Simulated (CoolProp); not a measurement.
R407C along the isotherm 113.45 °C: fugacity coefficient from the reference equation and from simpler models built on Tc = 86.2 °C, pc = 46.32 bar, ω = 0.363; each cubic takes its own stable root.

Values from CoolProp's reference Helmholtz-energy equation of state, Lemmon 2003. It is a pseudo-pure fit of the blend.

| p (bar) | phase | reference | van der Waals | Redlich-Kwong | Soave-Redlich-Kwong | Peng-Robinson |
|---|---|---|---|---|---|---|
| 21.1 | gas | 0.8754 | 0.8880 | 0.8778 | 0.8844 | 0.8706 |
| 42.1 | gas | 0.7577 | 0.7764 | 0.7614 | 0.7749 | 0.7520 |
| 63.2 | supercritical | 0.6438 | 0.6553 | 0.6456 | 0.6690 | 0.6415 |
| 84.2 | supercritical | 0.5420 | 0.5536 | 0.5449 | 0.5753 | 0.5470 |
| 105 | supercritical | 0.4708 | 0.4907 | 0.4780 | 0.5088 | 0.4801 |
| 126 | supercritical | 0.4215 | 0.4493 | 0.4321 | 0.4622 | 0.4330 |
| 147 | supercritical | 0.3863 | 0.4212 | 0.3995 | 0.4290 | 0.3990 |
| 168 | supercritical | 0.3604 | 0.4019 | 0.3757 | 0.4045 | 0.3737 |
| 189 | supercritical | 0.3408 | 0.3885 | 0.3579 | 0.3863 | 0.3544 |
| 211 | supercritical | 0.3252 | 0.3793 | 0.3439 | 0.3719 | 0.3390 |
| 232 | supercritical | 0.3136 | 0.3738 | 0.3339 | 0.3617 | 0.3275 |
